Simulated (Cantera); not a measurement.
**Hydrocarbon pyrolysis for carbon deposition**

An isothermal, constant-pressure homogeneous reactor starts with 1.15 % C2H6, 98.9 % N2, at 1850 K and 18.8 Torr.

Detailed kinetics in Cantera: GRI-Mech 3.0 (53 species, 325 reactions). GRI-Mech 3.0 stops at C3 and has no aromatics, soot or wall deposition, so with more carbon than oxygen in the feed, carbon stays in small species such as C2H2 where larger ones or solid carbon would form. Radical loss at walls, strong at low pressure, is not modelled.

```json
[
 {"t (s)": "8.00e-6", "x C2H6": "0.0111", "x H2": "2.07e-7", "x CH4": "1.13e-6", "x CH2": "2.89e-8", "x H": "1.38e-6", "x C2H4": "3.75e-7"},
 {"t (s)": "2.10e-5", "x C2H6": "0.0104", "x H2": "2.66e-6", "x CH4": "7.65e-6", "x CH2": "5.12e-7", "x H": "9.14e-6", "x C2H4": "4.82e-6"},
 {"t (s)": "5.53e-5", "x C2H6": "0.00870", "x H2": "6.14e-5", "x CH4": "4.94e-5", "x CH2": "7.71e-6", "x H": "0.000100", "x C2H4": "8.76e-5"},
 {"t (s)": "0.000145", "x C2H6": "0.00483", "x H2": "0.00118", "x CH4": "0.000276", "x CH2": "5.60e-5", "x H": "0.000737", "x C2H4": "0.00133"},
 {"t (s)": "0.000382", "x C2H6": "0.000500", "x H2": "0.00716", "x CH4": "0.00102", "x CH2": "9.37e-5", "x H": "0.00167", "x C2H4": "0.00407"},
 {"t (s)": "0.00100", "x C2H6": "7.50e-6", "x H2": "0.0156", "x CH4": "0.00136", "x CH2": "4.70e-5", "x H": "0.00132", "x C2H4": "0.00201"},
 {"t (s)": "0.00264", "x C2H6": "7.94e-7", "x H2": "0.0194", "x CH4": "0.00104", "x CH2": "1.72e-5", "x H": "0.000769", "x C2H4": "0.000390"},
 {"t (s)": "0.00693", "x C2H6": "1.91e-7", "x H2": "0.0207", "x CH4": "0.000736", "x CH2": "6.95e-6", "x H": "0.000511", "x C2H4": "5.78e-5"},
 {"t (s)": "0.0182", "x C2H6": "5.50e-8", "x H2": "0.0213", "x CH4": "0.000509", "x CH2": "3.02e-6", "x H": "0.000379", "x C2H4": "1.43e-5"},
 {"t (s)": "0.0479", "x C2H6": "1.65e-8", "x H2": "0.0217", "x CH4": "0.000331", "x CH2": "1.41e-6", "x H": "0.000311", "x C2H4": "4.33e-6"},
 {"t (s)": "0.126", "x C2H6": "4.66e-9", "x H2": "0.0220", "x CH4": "0.000188", "x CH2": "7.15e-7", "x H": "0.000290", "x C2H4": "1.30e-6"},
 {"t (s)": "0.331", "x C2H6": "9.62e-10", "x H2": "0.0222", "x CH4": "8.08e-5", "x CH2": "3.53e-7", "x H": "0.000308", "x C2H4": "3.49e-7"},
 {"t (s)": "0.869", "x C2H6": "9.45e-11", "x H2": "0.0222", "x CH4": "2.24e-5", "x CH2": "1.30e-7", "x H": "0.000353", "x C2H4": "1.29e-7"},
 {"t (s)": "2.28", "x C2H6": "1.73e-12", "x H2": "0.0223", "x CH4": "2.60e-6", "x CH2": "2.14e-8", "x H": "0.000419", "x C2H4": "1.05e-7"},
 {"t (s)": "6.00", "x C2H6": "<1e-12", "x H2": "0.0222", "x CH4": "2.13e-7", "x CH2": "2.43e-9", "x H": "0.000490", "x C2H4": "1.03e-7"}
]
```
x: mole fraction; the columns are a selection and need not sum to one.

Equilibrium at this temperature and pressure: C2H6 <1e-12, H2 0.0222, CH4 1.09e-7, CH2 1.36e-9, H 0.000511, C2H4 9.89e-9 (gas phase only).
